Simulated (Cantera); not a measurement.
A closed system holds: 1 mol MgO, 0.096 mol SO3, 1.6 mol CO2, held at 2330 Torr.

Equilibrium computed with Cantera from the NASA thermochemical tables; the gas is ideal and each condensed phase is pure. Candidate condensed phases: C, Mg, MgCO3, MgO, MgS, MgSO4, S; 26 gas species. Equilibrium is a limit: real reactors are often held back by kinetics, nucleation or transport.

### Question
At 1050 °C, list the 4 most abundant gas species with their mole fractions, and the condensed phases.

### Answer
CO2 0.918, SO2 0.0535, O2 0.0267, SO3 0.00161. Condensed: MgO(s).
